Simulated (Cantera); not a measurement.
Charge: 1 mol C2H5OH, a varied amount of H2O, 2.7 mol H2, 0.025 mol NH3, at 2200 K and 33.0 mbar.

Equilibrium computed with Cantera from the NASA thermochemical tables; the gas is ideal and each condensed phase is pure. Candidate condensed phases: C, C6H6, C7H8, C8H18, H2O; 136 gas species. Rates play no part.

Problem. What share of the C ends up in condensed phases as a function of n(H2O) (mol), at 0.049, 0.14, 0.22, 0.31, 0.4, 0.49, 0.58, 0.66, 0.75, 0.84, 0.93, 1?

Solution. 
```tsv
n(H2O) (mol)	C condensed (%)	as
0.049	45.7	C(graphite)
0.14	41.1	C(graphite)
0.22	37.1	C(graphite)
0.31	32.6	C(graphite)
0.4	28.1	C(graphite)
0.49	23.6	C(graphite)
0.58	19.0	C(graphite)
0.66	15.0	C(graphite)
0.75	10.5	C(graphite)
0.84	6.0	C(graphite)
0.93	1.4	C(graphite)
1	0.0	-
```
